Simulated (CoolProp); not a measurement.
Computed with CoolProp (reference Helmholtz-energy equation of state, Thol 2022).

### Question
For vinyl chloride, give the phase and the cv (kJ/(kg K)), speed of sound (m/s), isothermal compressibility (1/MPa), fugacity coefficient at -147.85 °C and 2.53 MPa; -98.55 °C and 2.53 MPa; -49.25 °C and 2.53 MPa.

### Answer
- -147.85 °C and 2.53 MPa: liquid; cv 1.11, speed of sound 1730, isothermal compressibility 0.000451, fugacity coefficient 7.77e-8
- -98.55 °C and 2.53 MPa: liquid; cv 0.932, speed of sound 1490, isothermal compressibility 0.000670, fugacity coefficient 0.000166
- -49.25 °C and 2.53 MPa: liquid; cv 0.890, speed of sound 1240, isothermal compressibility 0.00103, fugacity coefficient 0.00767
